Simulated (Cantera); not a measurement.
Charge: 1 mol SiHCl3, 0.026 mol HCl, 1500 mol H2, equilibrated at 13300 Pa.

These are equilibrium values from Cantera (NASA tables, ideal gas, pure condensed phases), not measurements of a reactor. Candidate condensed phases: Si; 19 gas species. Gases not in the tables: Si2H6 and higher silanes. Rates play no part. All values below are at 1700 K.

Base state: H2 0.998, HCl 0.00198, H 0.000403, SiH2 1.42e-5, SiCl2 1.41e-5 (mole fractions); condensed: Si(l).

### Question
What changes in the equilibrium state with this change: SiHCl3 replaced by Si(CH3)4?

### Answer
```
species             before     after
----------------  --------  --------
H2                   0.998     0.999
H                 0.000403  0.000403
CH4                      0  0.000146
HCl                0.00198   1.73e-5
SiH2               1.42e-5   2.10e-7
C2H2 (acetylene)         0   7.34e-5
SiCl2              1.41e-5     <1e-9
Si(l), mol           0.944         0
C(graphite), mol         0      2.56
SiC(s), mol              0     0.999
```
Further candidate phases: C, C6H6, C7H8, C8H18, SiC.
